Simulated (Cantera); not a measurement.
## Thermodynamics of silicon carbide growth, feed SiF4 + CH4 + H2

Charge: 1 mol SiF4, 0.14 mol CH4, 12 mol H2, at 2.25 Torr.

Method: chemical equilibrium by Gibbs-energy minimisation in Cantera with the NASA 1993 tables (ideal gas, pure condensed phases). Candidate condensed phases: C, C6H6, C7H8, C8H18, Si, SiC; 113 gas species. The tables' values for SiF3, SiF2 are old estimates; treat these amounts as uncertain. Equilibrium is a limit: real reactors are often held back by kinetics, nucleation or transport.

| T (K) | x H2 | x SiF4 | x HF | x SiF3 | x SiHF3 | n C(graphite) | n SiC(s) |
|---|---|---|---|---|---|---|---|
| 973 | 0.924 | 0.0750 | 0.000321 | 2.37e-5 | 0.000296 | 0.136 | 0 |
| 1023 | 0.924 | 0.0748 | 0.000502 | 6.97e-5 | 0.000430 | 0.137 | 0 |
| 1073 | 0.924 | 0.0745 | 0.000809 | 0.000172 | 0.000560 | 0.138 | 0.000234 |
| 1123 | 0.923 | 0.0742 | 0.00140 | 0.000349 | 0.000632 | 0.138 | 0.00137 |
| 1173 | 0.923 | 0.0737 | 0.00232 | 0.000662 | 0.000704 | 0.136 | 0.00310 |
| 1223 | 0.921 | 0.0728 | 0.00367 | 0.00119 | 0.000775 | 0.134 | 0.00552 |
| 1273 | 0.920 | 0.0716 | 0.00559 | 0.00202 | 0.000842 | 0.131 | 0.00870 |
| 1323 | 0.918 | 0.0698 | 0.00822 | 0.00328 | 0.000902 | 0.127 | 0.0126 |
| 1373 | 0.915 | 0.0674 | 0.0117 | 0.00509 | 0.000952 | 0.123 | 0.0170 |
x: gas mole fraction; n: condensed amount in mol.

From 973 K to 1023 K the condensed part is C(graphite). From 1073 K to 1373 K the condensed part is C(graphite) + SiC(s). The main Si-bearing gas is SiF4 throughout.
